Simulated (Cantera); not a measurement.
Feed: 1 mol AlCl₃, 1.3 mol H₂O, 3 mol N₂, equilibrated at 100000 Pa.

These are equilibrium values from Cantera (NASA tables, ideal gas, pure condensed phases), not measurements of a reactor. Candidate condensed phases: Al, AlCl₃, AlN, Al₂O₃, H₂O, NH₄Cl; 45 gas species. The tables' values for AlCl₂ are old estimates; treat these amounts as uncertain. Equilibrium is a limit: real reactors are often held back by kinetics, nucleation or transport.

### Question
At 1950 K, list the 6 most abundant gas species with their mole fractions, and the condensed phases.

### Answer
N₂ 0.522, HCl 0.441, AlCl₃ 0.0246, Cl 0.00663, H₂ 0.00326, H₂O 0.00251. Condensed: Al₂O₃(s).
